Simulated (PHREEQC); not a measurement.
Make-up at 79 °C: 0.0068 mol HF, 0.057 mol NaF, 3.4e-05 mol H2SiF6 and 0.087 mol H2SO4 per kg of water. Closed to the air; pH follows from the charge balance.

All values are PHREEQC results (ion-association model, phreeqc.dat), not measurements.

Each row changes one thing in this solution. No solid was allowed to form.

```json
[
 {"case": "as made", "pH": "1.45", "ionic strength (mol/kgw)": "0.113", "HSO4- (mol/kgw)": "0.0732", "SO4-2 (mol/kgw)": "0.0123", "NaSO4- (mol/kgw)": "0.00146", "F- (mol/kgw)": "0.000568", "SI of Quartz (SiO2)": "-3.93"},
 {"case": "temperature from 79 to 75 °C", "pH": "1.44", "ionic strength (mol/kgw)": "0.114", "HSO4- (mol/kgw)": "0.0722", "SO4-2 (mol/kgw)": "0.0132", "NaSO4- (mol/kgw)": "0.00155", "F- (mol/kgw)": "0.000602", "SI of Quartz (SiO2)": "-4.20"},
 {"case": "HF from 0.0068 to 0.00136 mol/kgw", "pH": "1.45", "ionic strength (mol/kgw)": "0.112", "HSO4- (mol/kgw)": "0.0732", "SO4-2 (mol/kgw)": "0.0123", "NaSO4- (mol/kgw)": "0.00147", "F- (mol/kgw)": "0.000520", "SI of Quartz (SiO2)": "-3.70"},
 {"case": "temperature from 79 to 70 °C", "pH": "1.42", "ionic strength (mol/kgw)": "0.117", "HSO4- (mol/kgw)": "0.0709", "SO4-2 (mol/kgw)": "0.0145", "NaSO4- (mol/kgw)": "0.00166", "F- (mol/kgw)": "0.000647", "SI of Quartz (SiO2)": "-4.53"},
 {"case": "diluted 10-fold with water", "pH": "2.22", "ionic strength (mol/kgw)": "0.0158", "HSO4- (mol/kgw)": "0.00524", "SO4-2 (mol/kgw)": "0.00339", "NaSO4- (mol/kgw)": "7.38e-5", "F- (mol/kgw)": "0.000272", "SI of Quartz (SiO2)": "-2.16"}
]
```

At this temperature some constants are extrapolated from 25 °C, and those without enthalpy data are left unchanged. SiF6-2 is the database's only silicon fluoride.
